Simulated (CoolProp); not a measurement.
The fluid at 293.15 K and 0.151 MPa flows at 2.3 m/s in a round tube of 6 mm bore and 1.5 µm roughness, fully developed (64/Re and Nu = 3.66 if laminar; Colebrook and Gnielinski if turbulent). The same conditions are run with several fluids, on thermodynamics alone (safety and materials aside).

Model: reference Helmholtz-energy equation of state of each fluid (normal hydrogen: Leachman 2009; R152A: Outcalt 1996; R143a: Lemmon and Jacobsen 2000; sulfur hexafluoride: Guder 2009; CF4 (R14): Platzer 1990), in CoolProp. The equations of Platzer and Polt are older, rougher fits.

| fluid | Reynolds number | Darcy friction factor | pressure drop (Pa/m) | heat-transfer coefficient (W/(m² K)) | mass flow (kg/h) |
|---|---|---|---|---|---|
| normal hydrogen | 196 | ___ | 18.0 | 112 | 0.0292 |
| R152A | 5340 | ___ | ___ | 42.7 | 0.992 |
| R143a | 6750 | 0.0347 | 81.8 | 51.6 | ___ |
| sulfur hexafluoride | 8480 | 0.0326 | 133 | 57.4 | 2.16 |
| CF4 (R14) | 4450 | 0.0389 | 94.2 | 38.8 | 1.28 |

Question: Fill in the missing entries.

Answer: 
- normal hydrogen, Darcy friction factor: 0.327
- R152A, Darcy friction factor: 0.0370
- R152A, pressure drop (Pa/m): 69.1
- R143a, mass flow (kg/h): 1.25

Transport values come from each fluid's own correlations; those of R152A, R143a, CF4 (R14) are estimates that may be off by 10 % or more.
